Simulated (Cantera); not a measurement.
**Thermodynamics of silicon carbide growth, feed CH3SiCl3 + H2**

Feed: 1 mol CH3SiCl3, 110 mol H2, at 1050 K and 0.133 bar.

Cantera equilibrium calculation (NASA polynomials, part measured and part estimated; ideal gas, pure solids and liquids). Candidate condensed phases: C, C6H6, C7H8, C8H18, Si, SiC; 109 gas species. The feed counts by its element totals alone. The tables' values for SiCl3 are old estimates; treat these amounts as uncertain. Equilibrium is a limit: real reactors are often held back by kinetics, nucleation or transport.

```yaml
x(H2): 0.974
x(HCl): 0.0246
x(CH4): 0.000552
x(SiCl4): 0.000370
x(SiHCl3): 0.000152
x(SiCl3): 1.36e-5
x(SiCl2): 9.00e-6
x(SiH2Cl2): 7.15e-6
n(SiC(s)): 0.938 mol
gas_amount: 112.9 mol
log10 activity of C(graphite) (absent): -1.12
log10 activity of Si(s) (absent): -2.11
```
